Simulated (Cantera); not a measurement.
Input: 1 mol SiH4, a varied amount of O3, at 877 °C and 1.00 bar.

Cantera equilibrium calculation (NASA polynomials, part measured and part estimated; ideal gas, pure solids and liquids). Candidate condensed phases: H2O, Si, SiO2; 18 gas species. Mutual solubility and eutectic melting of coexisting phases are not modelled. The tables hold silica as quartz up to 1696 K and as liquid above; real silica turns to tridymite and cristobalite and melts near 1996 K. Rates play no part.

x: gas mole fraction; n: condensed amount in mol.

```csv
n(O3) (mol),x H2,x H2O,x O2,x OH,x SiH4,x SiO,x H,n Si(s),n SiO2(β-quartz)
0.27,1.000,2.39e-8,<1e-12,<1e-12,5.88e-7,1.19e-7,7.46e-8,0.595,0.405
0.42,1.000,2.39e-8,<1e-12,<1e-12,5.88e-7,1.19e-7,7.46e-8,0.370,0.630
0.58,1.000,2.39e-8,<1e-12,<1e-12,5.88e-7,1.19e-7,7.46e-8,0.130,0.870
0.73,0.905,0.0950,<1e-12,4.50e-11,<1e-12,<1e-12,7.10e-8,0,1.00
0.89,0.665,0.335,<1e-12,1.85e-10,<1e-12,<1e-12,___,0,1.00
1,0.500,0.500,<1e-12,3.19e-10,<1e-12,<1e-12,___,0,1.00
1.2,0.200,0.800,<1e-12,8.07e-10,<1e-12,<1e-12,___,0,1.00
1.4,1.87e-8,0.952,0.0476,3.14e-6,<1e-12,<1e-12,___,0,1.00
1.5,1.15e-8,0.889,0.111,3.75e-6,<1e-12,<1e-12,___,0,1.00
1.7,7.26e-9,0.784,0.216,4.15e-6,<1e-12,<1e-12,6.36e-12,0,1.00
1.8,6.25e-9,0.741,0.259,4.23e-6,<1e-12,<1e-12,5.90e-12,0,1.00
2,4.96e-9,0.667,0.333,4.27e-6,<1e-12,<1e-12,___,0,1.00
```

Task: Some entries are withheld; supply them.

Result: 
- 0.89, x H: 6.08e-8
- 1, x H: 5.28e-8
- 1.2, x H: 3.34e-8
- 1.4, x H: 1.02e-11
- 1.5, x H: 7.99e-12
- 2, x H: 5.26e-12
